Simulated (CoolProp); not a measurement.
Computed with CoolProp (reference Helmholtz-energy equation of state, Zhou 2011).

Give the vapour pressure (MPa), liquid density (kg/m³), vapour density (kg/m³), enthalpy of vaporisation (kJ/kg) of saturated dimethyl carbonate at 384.5, 460.2 K.


| T (K) | p (MPa) | liquid density (kg/m³) | vapour density (kg/m³) | enthalpy of vaporisation (kJ/kg) |
|---|---|---|---|---|
| 384.5 | 0.191 | 943 | 5.64 | 360 |
| 460.2 | 1.06 | 818 | 29.8 | 295 |
